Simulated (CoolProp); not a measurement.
The numbers come from the reference Helmholtz-energy equation of state, Lemmon 2006 in CoolProp. It is a short technical equation, of lower accuracy than the large ones.

### Question
For n-nonane, give the phase and the cp (kJ/(kg K)), speed of sound (m/s), Joule-Thomson coefficient (K/MPa), isothermal compressibility (1/MPa) at 326.85 °C and 6.52 MPa; 326.85 °C and 8.15 MPa; 326.85 °C and 11.4 MPa.

### Answer
- 326.85 °C and 6.52 MPa: supercritical; cp 3.46, speed of sound 327, Joule-Thomson coefficient 0.627, isothermal compressibility 0.0256
- 326.85 °C and 8.15 MPa: supercritical; cp 3.40, speed of sound 373, Joule-Thomson coefficient 0.392, isothermal compressibility 0.0186
- 326.85 °C and 11.4 MPa: supercritical; cp 3.33, speed of sound 445, Joule-Thomson coefficient 0.155, isothermal compressibility 0.0122
